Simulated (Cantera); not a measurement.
A perfectly stirred reactor is fed with 1.68 % CH4, 0.185 % C2H6, 1.85 % C3H8, 19.5 % O2, 73.4 % N2, 3.37 % H2O, equivalence ratio 0.68, at 1000000 Pa; it is adiabatic with a 525 K inlet, and is followed from long to short residence time, starting on the burning branch (τ in s: 0.044, 0.026, 0.015, 0.0092, 0.0055, 0.0033, 0.002, 0.0012, 0.0007, 0.00042, 0.00025, 0.00015, 8.8e-05).

Detailed kinetics in Cantera: GRI-Mech 3.0 (53 species, 325 reactions). GRI-Mech 3.0 was tuned for natural gas; its chemistry of propane as a main component is partial and can be far from experiment.

x: mole fraction; the columns are a selection and need not sum to one.

```tsv
τ (s)	T (K)	x CH4	x C2H6	x C3H8	x O2	x N2O	x HCN
0.044	1957	1.23e-6	1.96e-8	1.77e-7	0.0612	6.97e-7	___
0.026	1957	1.94e-6	3.20e-8	2.91e-7	0.0612	7.59e-7	___
0.015	1956	3.06e-6	5.26e-8	4.84e-7	0.0612	8.60e-7	___
0.0092	1954	4.47e-6	8.07e-8	7.51e-7	0.0613	9.88e-7	___
0.0055	1952	6.53e-6	1.25e-7	1.18e-6	0.0614	1.17e-6	___
0.0033	1949	9.35e-6	1.89e-7	1.81e-6	0.0615	1.40e-6	___
0.0020	1945	1.32e-5	2.83e-7	2.74e-6	0.0616	1.66e-6	___
0.0012	1939	1.87e-5	4.22e-7	4.14e-6	0.0619	1.93e-6	___
0.00070	1931	2.71e-5	6.44e-7	6.34e-6	0.0623	2.17e-6	___
0.00042	1920	3.90e-5	9.64e-7	9.50e-6	0.0629	2.31e-6	___
0.00025	1905	5.78e-5	1.47e-6	1.44e-5	0.0637	2.33e-6	___
0.00015	1883	8.83e-5	2.30e-6	2.21e-5	0.0651	2.22e-6	___
8.8e-5	1849	0.000149	3.93e-6	3.67e-5	0.0673	1.97e-6	___
```

Task: Fill in the missing entries.

Result: 
- 0.044, x HCN: 1.62e-8
- 0.026, x HCN: 1.77e-8
- 0.015, x HCN: 1.98e-8
- 0.0092, x HCN: 2.26e-8
- 0.0055, x HCN: 2.67e-8
- 0.0033, x HCN: 3.24e-8
- 0.0020, x HCN: 3.98e-8
- 0.0012, x HCN: 4.99e-8
- 0.00070, x HCN: 6.36e-8
- 0.00042, x HCN: 8.02e-8
- 0.00025, x HCN: 1.02e-7
- 0.00015, x HCN: 1.29e-7
- 8.8e-5, x HCN: 1.66e-7
